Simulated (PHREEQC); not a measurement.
Solution A (6.8 mmol/kgw HCl and 1.8 mmol/kgw CuSO4) is mixed with solution B (0.005 mol/kgw HCl, 0.0005 mol/kgw CuSO4 and 4.9e-05 mol/kgw Na2SO4) at 25 °C; shares are by mass of water, 1 kg in all. O2 is buffered at 0.21 atm. CO2 from the air is kept out. Solids allowed: Halite. Others were left out.

All values are PHREEQC results (ion-association model, phreeqc.dat), not measurements.

Predict CuSO4 (mol/kgw) at share of solution B = 0.5, 1.


```json
[
 {"share of solution B": "0.5", "CuSO4 (mol/kgw)": "7.88e-5"},
 {"share of solution B": "1", "CuSO4 (mol/kgw)": "1.95e-5"}
]
```

Complexes and solids missing from the database can't appear.
